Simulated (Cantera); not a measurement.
Mixture: CH₄ : O₂ : N₂ = 1 : 4.55 : 17.1 (molar parts), equivalence ratio 0.44, at 30.6 atm, adiabatic and at constant volume. Ignition delay is the time to a rise of 400 K.

Cantera simulation using GRI-Mech 3.0 (53 species, 325 reactions); the numbers are that mechanism's predictions, not measurements. The pressure lies above the range GRI-Mech 3.0 was tuned for (to about 10 atm).

**Question.** What does this change do: pressure from 30.6 atm to 21.7 atm?

**Answer.** 
```
quantity                                                before       after
--------------------------------------------------  ----------  ----------
delay at 1200 K                                        1.09 ms     1.50 ms
delay at 1400 K                                       0.124 ms    0.169 ms
delay at 1600 K                                        22.8 µs     30.2 µs
delay at 1800 K                                        5.71 µs     7.47 µs
apparent activation energy between 1700 and 1900 K  170 kJ/mol  170 kJ/mol
```
